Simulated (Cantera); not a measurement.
An isothermal, constant-pressure homogeneous reactor starts with 3.31 % NO, 96.7 % N₂, at 1525 K and 1.18 atm.

Detailed kinetics in Cantera: GRI-Mech 3.0 (53 species, 325 reactions).

Q: Predict: x(NO) at 80.0 s; x(NO₂) at 80.0 s; x(N₂O) at 80.0 s; x(O) at 80.0 s; x(N₂) at 80.0 s; x(O₂) at 80.0 s.

A: 
```json
{
 "x(NO) at 80.0 s": "0.0306 (gas-phase equilibrium 0.000432)",
 "x(NO₂) at 80.0 s": "1.37e-5 (gas-phase equilibrium 6.54e-7)",
 "x(N₂O) at 80.0 s": "3.35e-7 (gas-phase equilibrium 3.22e-8)",
 "x(O) at 80.0 s": "1.98e-7 (gas-phase equilibrium 6.65e-7)",
 "x(N₂) at 80.0 s": "0.968 (gas-phase equilibrium 0.983)",
 "x(O₂) at 80.0 s": "0.00125 (gas-phase equilibrium 0.0163)"
}
```
